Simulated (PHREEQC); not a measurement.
Dissolve 9.9 mmol/kgw NH4Cl, 2.8 mmol/kgw Na2HPO4 and 37 mmol/kgw NaCl at 25 °C and 50 atm. Closed to the air; pH follows from the charge balance.

Computed with PHREEQC (ion-association model, phreeqc.dat).

```json
[
 {"quantity": "pH", "before": "7.84", "after": "9.08"},
 {"quantity": "ionic strength (mol/kgw)", "before": "0.0545", "after": "0.0452"},
 {"quantity": "HPO4-2 (mol/kgw)", "before": "0.00242", "after": "0.00268"},
 {"quantity": "H2PO4- (mol/kgw)", "before": "0.000295", "after": "1.96e-5"},
 {"quantity": "NaHPO4- (mol/kgw)", "before": "8.51e-5", "after": "9.94e-5"},
 {"quantity": "PO4-3 (mol/kgw)", "before": "2.38e-7", "after": "4.21e-6"},
 {"quantity": "SI of Halite (NaCl)", "before": "-4.46", "after": "-4.55"}
]
```

Q: Which change was made?
(A) NH4Cl from 0.0099 to 0.0149 mol/kgw
(B) NH4Cl left out
(C) temperature from 25 to 75 °C
(D) temperature from 25 to 90 °C
(E) NaCl from 0.037 to 0.37 mol/kgw

A: B, NH4Cl left out

No solid was allowed to form. Under pressure, the constants of complexes without a molar volume in the database are unreliable.
